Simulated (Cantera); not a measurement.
A closed system holds: 1 mol Cu2O, 340 mol H2, held at 975 K and 2.40 mbar.

Method: chemical equilibrium by Gibbs-energy minimisation in Cantera with the NASA 1993 tables (ideal gas, pure condensed phases). Candidate condensed phases: Cu, CuO, Cu(OH)2, Cu2O, H2O; 12 gas species. Equilibrium is a limit: real reactors are often held back by kinetics, nucleation or transport.

Base state: H2 0.997, H2O 0.00294 (mole fractions); condensed: Cu(s).

### Question
What changes in the equilibrium state with this change: temperature from 975 K to 1500 K?

### Answer
```csv
species,before,after
H2,0.997,0.993
Cu,2.32e-9,0.00343
H2O,0.00294,0.00293
H,2.33e-8,0.000358
"Cu(s), mol",2.00,0
"Cu(l), mol",0,0.830
```

### Question
What changes in the equilibrium state with this change: temperature from 975 K to 2050 K?

### Answer
```tsv
species	before	after
H2	0.997	0.946
H	2.33e-8	0.0450
Cu	2.32e-9	0.00572
OH	<1e-9	1.48e-5
H2O	0.00294	0.00284
Cu(s), mol	2.00	0
```
